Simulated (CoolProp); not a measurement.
Computed with CoolProp (reference Helmholtz-energy equation of state, Wu 2011).

### Question
For dimethyl ether, give the phase and the density (kg/m³), viscosity (µPa s), fugacity coefficient at 155.05 °C and 20100 kPa.

### Answer
- 155.05 °C and 20100 kPa: supercritical; density 496, viscosity 58.9, fugacity coefficient 0.345

Viscosity comes from a separate model (Meng 2012).
